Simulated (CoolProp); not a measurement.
The fluid at 333.88 K and 18.1 MPa is throttled through a valve to 8.66 MPa with no heat exchange. The same conditions are run with several fluids, on thermodynamics alone (safety and materials aside).

Computed with CoolProp (reference Helmholtz-energy equation of state of each fluid (c-C4F8 (RC318): Platzer 1990; dodecamethylcyclohexasiloxane (D6): Colonna 2008; isobutene: Lemmon 2005; ethylbenzene: Zhou 2012; R123: Younglove 1994)). The equations of Platzer and Polt are older, rougher fits.

```tsv
fluid	temperature change (K)	final density (kg/m³)
c-C4F8 (RC318)	+1.3	1420
dodecamethylcyclohexasiloxane (D6)	+4.0	949
isobutene	+2.2	558
ethylbenzene	+4.0	835
R123	+2.8	1390
```
